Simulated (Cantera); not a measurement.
Input: 1 mol SiC, 0.0037 mol C, a varied amount of H₂, equilibrated at 2477 °C and 0.0133 bar.

Equilibrium computed with Cantera from the NASA thermochemical tables; the gas is ideal and each condensed phase is pure. Candidate condensed phases: C, C₆H₆, C₇H₈, C₈H₁₈, Si, SiC; 87 gas species. Gases not in the tables: Si₂H₆ and higher silanes. The numbers say what is thermodynamically allowed, not how fast it happens.

**Question.** At 1.4 mol H₂, list the 4 most abundant gas species with their mole fractions, and the condensed phases.

**Answer.** H 0.334, H₂ 0.317, Si 0.213, SiC₂ 0.106. Condensed: C(graphite).
